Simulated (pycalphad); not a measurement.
All values are pycalphad results on the COST 507 light-alloy database (1999) (1 atm), not direct measurements. These are 1990s assessments: newer ones move some temperatures and phases. Kinetics are ignored, which matters at the lower temperatures.

Molar enthalpy of Cu-1.02Si (at.%) in equilibrium (SER reference):

```csv
T (K),H (kJ/mol),phases
2250,69.67,LIQUID
2100,64.97,LIQUID
1950,60.27,LIQUID
1800,55.57,LIQUID
1650,50.87,LIQUID
1500,46.17,LIQUID
1425,43.82,LIQUID
1350,41.47,LIQUID
1275,26.99,FCC_A1
1200,24.78,FCC_A1
1050,20.43,FCC_A1
900,16.17,FCC_A1
750,12.00,FCC_A1
600,7.94,FCC_A1
```

Cooling from 1350 K to 1275 K, across the freezing range, releases 14.5 kJ/mol, or 229 J/g. The slope is 31 J/(mol K) in the liquid and 29 J/(mol K) just below the solidus, where it includes any heat of precipitation. Liquidus 1350 K, solidus 1336 K. Changes were sought between steps of 75 K, so a narrower field can be missed.

FCC_A1 is fcc.
